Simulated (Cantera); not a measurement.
# SiH2Cl2 + N2 (silicon nitride deposition)

A closed system holds: 1 mol SiH2Cl2, 9.2 mol N2.

These are equilibrium values from Cantera (NASA tables, ideal gas, pure condensed phases), not measurements of a reactor. Candidate condensed phases: NH4Cl, Si, Si3N4; 28 gas species. N2 is the only nitrogen source here; it is nearly inert below about 1500 K, so the nitride shown seldom forms there in practice. The tables' values for SiCl3 are old estimates. The numbers say what is thermodynamically allowed, not how fast it happens.

**Question.** Map the stable condensed phases over T = 525, 625, 725, 825, 925, 1025, 1125, 1225, 1325, 1425, 1525, 1625, 1725 °C and P in Pa = 5, 15, 45, 140, 410, 1200, 3700, 11000, 33000, 100000.

**Answer.** 
```
T in °C \ P in Pa
              5     15     45    140    410   1200   3700  11000  33000 100000
   1725       A      A      A      A      B      B      B      B      C      C
   1625       A      A      A      B      B      B      B      C      C      C
   1525       A      A      B      B      B      C      C      C      C      C
   1425       B      B      B      B      C      C      C      C      C      C
   1325       B      B      C      C      C      C      C      C      C      C
   1225       B      C      C      C      C      C      C      C      C      C
   1125       C      C      C      C      C      C      C      C      C      C
   1025       C      C      C      C      C      C      C      C      C      C
    925       C      C      C      C      C      C      C      C      C      C
    825       C      C      C      C      C      C      C      C      C      C
    725       C      C      C      C      C      C      C      C      C      C
    625       C      C      C      C      C      C      C      C      C      C
    525       C      C      C      C      C      C      C      C      C      C
```
A: gas only; B: Si; C: Si3N4.
